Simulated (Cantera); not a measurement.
Charge: 1 mol n-butane, 6.6 mol H2, held at 2480 Torr.

Equilibrium computed with Cantera from the NASA thermochemical tables; the gas is ideal and each condensed phase is pure. Candidate condensed phases: C, C6H6, C7H8, C8H18; 76 gas species. Rates play no part.

Q: At 1250 °C, list the 4 most abundant gas species with their mole fractions, and the condensed phases.

A: H2 0.992, CH4 0.00749, H 1.27e-5, C2H2 (acetylene) 1.17e-5. Condensed: C(graphite).
